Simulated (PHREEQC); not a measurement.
Model water analysis in mmol/kgw, 20 °C, pH 6.6, pe 10.8:

```json
[
 {"constituent": "Na", "mmol/kgw": "0.0966"},
 {"constituent": "K", "mmol/kgw": "0.00393"},
 {"constituent": "Ca", "mmol/kgw": "0.0196"},
 {"constituent": "Mg", "mmol/kgw": "0.0039"},
 {"constituent": "Cl", "mmol/kgw": "0.0717"},
 {"constituent": "S(6)", "mmol/kgw": "0.0349"},
 {"constituent": "Alkalinity (meq/kgw)", "mmol/kgw": "0.00791"},
 {"constituent": "Pb", "mmol/kgw": "0.000712"},
 {"constituent": "Si", "mmol/kgw": "8.68e-05"},
 {"constituent": "Zn", "mmol/kgw": "8.76e-05"},
 {"constituent": "Li", "mmol/kgw": "0.00258"}
]
```

Valence states are taken as typed.

Model: ion-association model, wateq4f.dat, run in PHREEQC.

| quantity | before | after |
|---|---|---|
| HCO3- (mol/kgw) | 8.05e-6 | 7.84e-6 |
| CO2 (mol/kgw) | 4.79e-6 | 2.34e-6 |
| PbOH+ (mol/kgw) | 4.69e-8 | 8.64e-8 |
| PbCO3 (mol/kgw) | 1.37e-8 | 2.46e-8 |
| PbHCO3+ (mol/kgw) | 3.80e-9 | 3.41e-9 |
| CaHCO3+ (mol/kgw) | 1.72e-9 | 1.67e-9 |
| SI of Pb(OH)2 (Pb(OH)2) | -1.35 | -0.79 |
| SI of Anglesite (PbSO4) | -2.90 | -2.93 |

What was changed between the two runs?
A) pH from 6.6 to 6.9 at the same alkalinity
B) Alkalinity from 0.00791 to 0.0237 mmol/kgw
C) pH from 6.6 to 6.3 at the same alkalinity
D) Cl from 0.0717 to 0.143 mmol/kgw

A, pH from 6.6 to 6.9 at the same alkalinity

Precipitation was switched off in this run.
